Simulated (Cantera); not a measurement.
A perfectly stirred reactor is fed with 3.78 % CH4, 1.02 % C2H6, 2.45 % C3H8, 19.5 % O2, 73.3 % N2, at 3750 Torr; it is adiabatic with a 625 K inlet, and is followed from long to short residence time, starting on the burning branch (τ in s: 0.17, 0.043, 0.011, 0.0029, 0.00074, 0.00019, 4.9e-05, 1.3e-05, 3.3e-06).

Detailed kinetics in Cantera: GRI-Mech 3.0 (53 species, 325 reactions). GRI-Mech 3.0 was tuned for natural gas; its chemistry of propane as a main component is partial and can be far from experiment.

Question: Predict: blow-out, bracketed by the residence times tried; x(CH4) at τ = 0.170 s; x(C2H6) at τ = 0.170 s; x(C3H8) at τ = 0.170 s; x(CH2O) at τ = 0.170 s; x(OH) at τ = 0.170 s; x(CH4) at τ = 0.740 ms; x(C2H6) at τ = 0.740 ms; x(C3H8) at τ = 0.740 ms; x(CH2O) at τ = 0.740 ms; x(OH) at τ = 0.740 ms.

Answer: 
| Property | Value |
|---|---|
| blow-out, bracketed by the residence times tried | burning at 49.0 µs, out at 13.0 µs |
| x(CH4) at τ = 0.170 s | 1.02e-6 |
| x(C2H6) at τ = 0.170 s | 4.75e-9 |
| x(C3H8) at τ = 0.170 s | 1.32e-8 |
| x(CH2O) at τ = 0.170 s | 1.17e-7 |
| x(OH) at τ = 0.170 s | 0.00163 |
| x(CH4) at τ = 0.740 ms | 3.58e-5 |
| x(C2H6) at τ = 0.740 ms | 8.16e-7 |
| x(C3H8) at τ = 0.740 ms | 1.74e-6 |
| x(CH2O) at τ = 0.740 ms | 8.28e-6 |
| x(OH) at τ = 0.740 ms | 0.00409 |
